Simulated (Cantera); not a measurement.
Feed: 1 mol HBr, 4.1 mol O2, held at 2925 K and 56.0 Pa.

Method: chemical equilibrium by Gibbs-energy minimisation in Cantera with the NASA 1993 tables (ideal gas, pure condensed phases). Candidate condensed phases: Br2, H2O; 12 gas species. The numbers say what is thermodynamically allowed, not how fast it happens.

Base state: O 0.753, Br 0.103, H 0.0975, O2 0.0420, OH 0.00428, H2 0.000342, HBr 5.72e-5, H2O 4.80e-5 (mole fractions); condensed: gas only.

Q: What changes in the equilibrium state with this change: pressure from 56.0 Pa to 9.70 mbar?

A: 
```
species    before     after
-------  --------  --------
O           0.753     0.468
O2         0.0420     0.281
Br          0.103     0.130
OH        0.00428    0.0358
H          0.0975    0.0758
H2O       4.80e-5   0.00541
HBr       5.72e-5  0.000973
H2       0.000342   0.00359
```
